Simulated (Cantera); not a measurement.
What does this Cantera script print?

```python
import numpy as np
import cantera as ct

gas = ct.Solution("SiF4_NH3_mec.yaml", "gas")
gas.TPX = 1975, 100000, {'NH3': 1, 'H2': 1.5}
reactor = ct.IdealGasConstPressureReactor(gas, energy="off", clone=False)
net = ct.ReactorNet([reactor])
net.rtol, net.atol = 1e-08, 1e-18
show = ['NH3', 'H2', 'NH', 'N', 'NH2']
times = np.geomspace(2e-05, 80, 11)

steps = ct.SolutionArray(gas, extra=["t"])
rows = []
print(f"{'t/s':>10s}{'T/K':>9s}{'P/Pa':>11s}" + "".join(f"{s:>11s}" for s in show))
for t in times:
    while net.time < t:
        t_next = net.step()
        steps.append(gas.state, t=t_next)
    rows.append([np.interp(t, steps.t, y) for y in (steps.T, steps.P, *steps(*show).X.T)])
    print(f"{t:10.3e}{rows[-1][0]:9.1f}{rows[-1][1]:11.4g}" + "".join(f"{x:11.3e}" for x in rows[-1][2:]))
rate = np.gradient(steps.T, steps.t)
print("integrator steps:", len(steps.t))
if steps.T.max() > steps.T[0] + 200:
    print(f"time of steepest temperature rise: {steps.t[rate.argmax()]:.4e} s")
gas.TPX = 1975, 100000, {'NH3': 1, 'H2': 1.5}
gas.equilibrate("TP")
print(f"equilibrium (TP): T = {gas.T:.1f} K  " + "  ".join(f"{s} {gas[s].X[0]:.3e}" for s in show))
```

It prints:

```
       t/s      T/K       P/Pa        NH3         H2         NH          N        NH2
 2.000e-05   1975.0      1e+05  3.999e-01  6.000e-01  2.100e-07  1.663e-09  8.493e-05
 9.146e-05   1975.0      1e+05  3.995e-01  6.000e-01  3.631e-06  1.198e-07  3.535e-04
 4.183e-04   1975.0      1e+05  3.969e-01  6.014e-01  9.628e-06  5.131e-07  5.794e-04
 1.913e-03   1975.0      1e+05  3.850e-01  6.090e-01  9.565e-06  5.166e-07  5.682e-04
 8.747e-03   1975.0      1e+05  3.363e-01  6.404e-01  9.184e-06  5.230e-07  5.184e-04
 4.000e-02   1975.0      1e+05  1.938e-01  7.319e-01  7.639e-06  5.303e-07  3.554e-04
 1.829e-01   1975.0      1e+05  3.254e-02  8.354e-01  3.518e-06  4.113e-07  9.763e-05
 8.365e-01   1975.0      1e+05  2.130e-03  8.546e-01  4.623e-07  7.693e-08  9.019e-06
 3.825e+00   1975.0      1e+05  3.355e-04  8.557e-01  7.484e-08  1.263e-08  1.440e-06
 1.749e+01   1975.0      1e+05  6.894e-05  8.559e-01  1.539e-08  2.599e-09  2.960e-07
 8.000e+01   1975.0      1e+05  1.570e-05  8.559e-01  3.505e-09  5.919e-10  6.738e-08
integrator steps: 1348
equilibrium (TP): T = 1975.0 K  NH3 6.247e-06  H2 8.560e-01  NH 1.395e-09  N 2.355e-10  NH2 2.682e-08
```

Detailed kinetics in Cantera: the gas-phase N/H chemistry of the illustrative SiF4/NH3 mechanism in the Surface Chemkin manual (1991). Walls and surfaces, which speed up NH3 decomposition in real reactors, are not modelled.
